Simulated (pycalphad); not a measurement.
# Effect of Ti content in Si-Ti

CALPHAD calculation (pycalphad, COST 507 light-alloy database (1999)), 1 atm. The data set is of 1999 and partly superseded. Amounts are mole fractions of atoms. Diffusion is slow at the low end, where real alloys seldom reach equilibrium.

Task: One of these alloys has its liquidus at 1839 K, its solidus at 1747 K, and holds SI2TI 0.64, SITI 0.36 at 725 K. Which?
(A) Si-78.8Ti (at.%)
(B) Si-39.4Ti (at.%)
(C) Si-19.7Ti (at.%)

Result: B, Si-39.4Ti (at.%). The others: Si-19.7Ti (at.%), liquidus 1622, solidus 1604; Si-78.8Ti (at.%), liquidus 1988, solidus 1613

Database names, with the compositions (at.%) that they take in these runs: SI2TI: Si 67 Ti 33; SITI: Si 50 Ti 50.
